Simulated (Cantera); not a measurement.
Input (Python, Cantera) and output of one run.

```python
import numpy as np
import cantera as ct

gas_names = """
    C CH CH2 CH3 CH2OH CH3O CH4 CH3OH CO CO2 COOH C2 C2H CHCO,ketyl C2H2,acetylene C2H2,vinylidene
    CH2CO,ketene C2H3,vinyl CH3CO,acetyl C2H4 C2H4O,ethylen CH3CHO,ethanal CH3COOH (HCOOH)2 C2H5 C2H6
    CH3OCH3 C2H5OH C2O C3 C3H3,propargyl C3H4,allene C3H4,propyne C3H4,cyclo- C3H5,allyl C3H6,propylene
    C3H6,cyclo- C3H6O C3H7,n-propyl C3H7,i-propyl C3H8 C3H8O,1propanol C3H8O,2propanol C3O2 C4 C4H2
    C4H4,1,3-cyclo- C4H6,butadiene C4H6,2-butyne C4H6,cyclo- C4H8,1-butene C4H8,cis2-buten
    C4H8,tr2-butene C4H8,isobutene C4H8,cyclo- (CH3COOH)2 C4H9,n-butyl C4H9,i-butyl C4H9,s-butyl
    C4H9,t-butyl C4H10,isobutane C4H10,n-butane C5 C5H6,1,3cyclo- C5H8,cyclo- C5H10,1-pentene
    C5H10,cyclo- C5H11,pentyl C5H11,t-pentyl C5H12,n-pentane C5H12,i-pentane CH3C(CH3)2CH3 C6H2
    C6H5,phenyl C6H5O,phenoxy C6H6 C6H5OH,phenol C6H10,cyclo- C6H12,1-hexene C6H12,cyclo- C6H13,n-hexyl
    C7H7,benzyl C7H8 C7H8O,cresol C7H14,1-heptene C7H15,n-heptyl C7H16,n-heptane C8H8,styrene
    C8H10,ethylbenz C8H16,1-octene C8H17,n-octyl C8H18,isooctane C8H18,n-octane C9H19,n-nonyl
    C10H8,naphthale C10H21,n-decyl C12H9,o-bipheny C12H10,bipheny H HCO HO2 H2 HCHO,formaldehy HCOOH H2O
    H2O2 O OH O2 O3 Pb PbO Pb2
""".split()
cond_names = """
    C(gr) C6H6(L) C7H8(L) C8H18(L),n-octa H2O(s) H2O(L) Pb(cr) Pb(L) PbO(rd) PbO(yw) PbO(L) PbO2(s)
    Pb3O4(s)
""".split()


def load(file, names, dense=False):
    # The tables refer to 1 bar. Condensed volumes are neglected.
    table = {s.name: s for s in ct.Species.list_from_file(file)}
    out = []
    for n in names:
        d = dict(table[n].input_data)
        d["thermo"] = dict(d["thermo"], **{"reference-pressure": 1e5})
        if dense:
            d["equation-of-state"] = {"model": "constant-volume", "density": "1e6 g/cm^3"}
        out.append(ct.Species.from_dict(d))
    return out


gas = ct.Solution(thermo="ideal-gas", species=load("nasa_gas.yaml", gas_names))
cond = {s.name: ct.Solution(thermo="fixed-stoichiometry", species=[s], name=s.name)
        for s in load("nasa_condensed.yaml", cond_names, dense=True)}
atoms = {
    'Pb': {'Pb': 1},
    'CO': {'C': 1, 'O': 1},
    'H2': {'H': 2},
}
top_T = {'C(gr)': 4500, 'Pb3O4(s)': 820}  # K; cautious upper limits of use, not melting points


def equilibrate(T, P, feed):
    n = {}
    for name, mol in feed.items():
        for a, k in atoms[name].items():
            n[a] = n.get(a, 0.0) + k * mol
    gas.TPX = T, P, n
    mass = sum(n.values()) * gas.mean_molecular_weight
    gas.equilibrate("TP")
    valid = [c for c in cond.values() if c.min_temp <= T <= top_T.get(c.name, c.max_temp)]
    mix = ct.Mixture([(gas, mass / gas.mean_molecular_weight)] + [(c, 0.0) for c in valid])
    mix.T, mix.P = T, P
    mix.equilibrate("TP", solver="vcs", rtol=1e-11, max_steps=5000)
    return mix


results = []
feed = {'Pb': 1, 'CO': 3.4, 'H2': 52}  # mol
T = 1075  # K
P = 10000  # Pa
mix = equilibrate(T, P, feed)
results.append((T, P, feed, dict(zip(mix.species_names, mix.species_moles))))
print(gas.report(threshold=1e-06))
for i in range(1, mix.n_phases):
    print(f"{mix.phase(i).name:16s} {mix.phase_moles(i):12.5e} mol")
```

Output:

```
       temperature   1075 K
          pressure   10000 Pa
           density   0.0042273 kg/m^3
  mean mol. weight   3.7784 kg/kmol
   phase of matter   gas

                          1 kg             1 kmol
                     ---------------   ---------------
          enthalpy        4.2519e+06        1.6065e+07  J
   internal energy        1.8863e+06        7.1271e+06  J
           entropy             51372         1.941e+05  J/K
    Gibbs function       -5.0973e+07        -1.926e+08  J
 heat capacity c_p            8149.4             30792  J/K
 heat capacity c_v            5948.9             22477  J/K

                      mass frac. Y      mole frac. X     chem. pot. / RT
                     ---------------   ---------------   ---------------
               CH4         0.0073324         0.0017269            -42.57
                CO           0.44257          0.059699            -43.28
               CO2         0.0012911        0.00011085           -84.104
                H2           0.49946           0.93609           -20.057
               H2O         0.0077054         0.0016161           -60.881
                Pb          0.041644         0.0007594           -10.139
     [ +107 minor]        9.0271e-07        7.2146e-08

C(gr)             0.00000e+00 mol
Pb(L)             9.58041e-01 mol
PbO(yw)           0.00000e+00 mol
PbO2(s)           0.00000e+00 mol
```

Equilibrium computed with Cantera from the NASA thermochemical tables; the gas is ideal and each condensed phase is pure.
